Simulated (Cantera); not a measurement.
Feed: 1 mol Fe, 0.26 mol O₂, 21 mol H₂, at 1925 K and 1.00 bar.

Method: chemical equilibrium by Gibbs-energy minimisation in Cantera with the NASA 1993 tables (ideal gas, pure condensed phases). Candidate condensed phases: Fe, FeO, Fe(OH)₂, Fe(OH)₃, Fe₂O₃, Fe₃O₄, H₂O; 12 gas species. Equilibrium is a limit: real reactors are often held back by kinetics, nucleation or transport.

**Question.** What is the equilibrium state?

**Answer.** 
```json
{
  "x(H₂)": "0.974",
  "x(H₂O)": "0.0247",
  "x(H)": "0.000944",
  "x(Fe)": "0.000152",
  "x(OH)": "2.07e-6",
  "n(Fe(l))": "0.997 mol",
  "gas_amount": "21.01 mol"
}
```
